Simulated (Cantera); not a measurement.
## Thermodynamics of fluorocarbon and chlorocarbon gases, feed CH3Cl + CH4

Charge: 1 mol CH3Cl, 0.059 mol CH4, equilibrated at 650 K and 57.8 Torr.

These are equilibrium values from Cantera (NASA tables, ideal gas, pure condensed phases), not measurements of a reactor. Candidate condensed phases: C, C6H6, C7H8, C8H18; 91 gas species. Kinetics and transport are ignored.

| Quantity | Result |
|---|---|
| x(HCl) | 0.550 |
| x(H2) | 0.286 |
| x(CH4) | 0.164 |
| n(C(graphite)) | 0.760 mol |
| gas amount | 1.819 mol |
